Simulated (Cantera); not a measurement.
Ignition delay

Mixture: 26.6 % H2, 19.3 % O2, 54.0 % N2, 0.205 % NO, at 1.01 bar, adiabatic and at constant volume. Ignition delay is the time to a rise of 400 K.

Cantera simulation using GRI-Mech 3.0 (53 species, 325 reactions); the numbers are that mechanism's predictions, not measurements. The mechanism lacks 2 NO + O2 → 2 NO2 and HONO, so NO2 and the effect of NO are under-described below about 1400 K. Below about 950 K walls govern HO2 and H2O2 in real vessels. Where the delays flatten at high temperature, the 400 K rule measures the pace of heat release, not the induction time.

| T0 (K) | delay (ms) |
|---|---|
| 925 | 0.412 |
| 1000 | 0.165 |
| 1075 | 0.0821 |
| 1150 | 0.0487 |
| 1225 | 0.0324 |
| 1300 | 0.0233 |
| 1375 | 0.0179 |
| 1450 | 0.0145 |
| 1525 | 0.0124 |
